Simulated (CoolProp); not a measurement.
Decamethyltetrasiloxane (MD2M) along the isobar 6660 kPa: fugacity coefficient from the reference equation and from simpler models built on Tc = 599.4 K, pc = 1144 kPa, ω = 0.635; each cubic takes its own stable root.

Model: reference Helmholtz-energy equation of state, Thol 2017, in CoolProp.

| T (K) | phase | reference | Soave-Redlich-Kwong | Peng-Robinson |
|---|---|---|---|---|
| 461.7 | liquid | 0.02669 | 0.02876 | 0.02617 |
| 474.3 | liquid | 0.03533 | 0.03806 | 0.03450 |
| 486.9 | liquid | 0.04578 | 0.04933 | 0.04456 |
| 499.4 | liquid | 0.05805 | 0.06260 | 0.05639 |
| 512 | liquid | 0.07243 | 0.07821 | 0.07029 |
| 524.6 | liquid | 0.08890 | 0.09612 | 0.08622 |
| 537.2 | liquid | 0.1075 | 0.1164 | 0.1042 |
| 549.7 | liquid | 0.1280 | 0.1387 | 0.1241 |
| 562.3 | liquid | 0.1506 | 0.1635 | 0.1462 |
| 574.9 | liquid | 0.1753 | 0.1904 | 0.1702 |
| 587.4 | liquid | 0.2015 | 0.2191 | 0.1957 |
| 600 | supercritical | 0.2295 | 0.2497 | 0.2230 |
